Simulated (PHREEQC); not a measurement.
A solution holds 0.028 mol/kgw Ni(NO3)2 and 0.072 mol/kgw NiCl2, at 25 °C. Closed to the air; pH follows from the charge balance.

Computed with PHREEQC (ion-association model, wateq4f.dat).

Each row changes one thing in this solution. This is a speciation only: nothing precipitates in the calculation.

```csv
case,pH,ionic strength (mol/kgw),Ni+2 (mol/kgw),NiOH+ (mol/kgw),Ni(OH)2 (mol/kgw)
as made,5.71,0.278,0.0900,2.50e-6,6.31e-10
0.0014 mol/kgw KCl added,5.71,0.279,0.0899,2.50e-6,6.31e-10
temperature from 25 to 90 °C,4.92,0.282,0.0916,1.56e-5,1.46e-11
Ni(NO3)2 from 0.028 to 0.042 mol/kgw,5.68,0.318,0.103,2.66e-6,6.27e-10
diluted 10-fold with water,6.07,0.0296,0.00981,9.68e-7,6.88e-10
Ni(NO3)2 from 0.028 to 0.0252 mol/kgw,5.71,0.270,0.0874,2.46e-6,?
0.0011 mol/kgw CdSO4 added,5.70,0.278,0.0895,2.46e-6,?
NiCl2 left out,5.90,0.0840,0.0280,1.51e-6,6.69e-10
temperature from 25 to 50 °C,5.37,0.279,0.0905,5.54e-6,1.24e-10
```

Problem. Some entries are withheld; supply them.

Solution. 
- Ni(NO3)2 from 0.028 to 0.0252 mol/kgw, Ni(OH)2 (mol/kgw): 6.32e-10
- 0.0011 mol/kgw CdSO4 added, Ni(OH)2 (mol/kgw): 6.14e-10

In wateq4f.dat the enthalpy of Ni(OH)2 has the wrong sign, so its saturation index can't be trusted away from 25 °C. Away from 25 °C the constants follow the database's enthalpies or fits; those with neither stay at their 25 °C values.
